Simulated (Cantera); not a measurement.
# Chlorosilane synthesis and conversion: Si + Cl₂ + H₂

A closed system holds: 1 mol Si, a varied amount of Cl₂, 12 mol H₂, equilibrated at 650 K and 140000 Pa.

Method: chemical equilibrium by Gibbs-energy minimisation in Cantera with the NASA 1993 tables (ideal gas, pure condensed phases). Candidate condensed phases: Si; 19 gas species. The numbers say what is thermodynamically allowed, not how fast it happens.

| n(Cl₂) (mol) | x H₂ | x HCl | x SiCl₄ | x SiHCl₃ | x SiH₂Cl₂ | n Si(s) |
|---|---|---|---|---|---|---|
| 0.5 | 0.976 | 6.14e-5 | 0.0101 | 0.0131 | 0.000982 | 0.704 |
| 0.69 | 0.967 | 6.70e-5 | 0.0146 | 0.0171 | 0.00117 | 0.595 |
| 0.87 | 0.959 | 7.11e-5 | 0.0189 | 0.0207 | 0.00132 | 0.493 |
| 1.1 | 0.949 | 7.55e-5 | 0.0246 | 0.0251 | 0.00148 | 0.363 |
| 1.2 | 0.944 | 7.72e-5 | 0.0270 | 0.0269 | 0.00155 | 0.306 |
| 1.4 | 0.936 | 8.01e-5 | 0.0320 | 0.0303 | 0.00167 | 0.194 |
| 1.6 | 0.928 | 8.27e-5 | 0.0369 | 0.0337 | 0.00178 | 0.0821 |
| 1.8 | 0.922 | 0.000122 | 0.0478 | 0.0293 | 0.00104 | 0 |
| 2 | 0.921 | 0.00237 | 0.0746 | 0.00236 | 4.32e-6 | 0 |
| 2.2 | 0.894 | 0.0305 | 0.0756 | 0.000180 | 2.49e-8 | 0 |
| 2.4 | 0.866 | 0.0598 | 0.0745 | 8.77e-5 | 5.98e-9 | 0 |
| 2.6 | 0.838 | 0.0883 | 0.0735 | 5.67e-5 | 2.54e-9 | 0 |
| 2.7 | 0.825 | 0.102 | 0.0729 | 4.78e-5 | 1.82e-9 | 0 |
x: gas mole fraction; n: condensed amount in mol.

From 0.5 mol Cl₂ to 1.6 mol Cl₂ the condensed part is Si(s). From 1.8 mol Cl₂ to 2.7 mol Cl₂ nothing is condensed. The main Si-bearing gas is SiHCl₃ at 0.5 mol Cl₂ and SiCl₄ at 2.7 mol Cl₂.
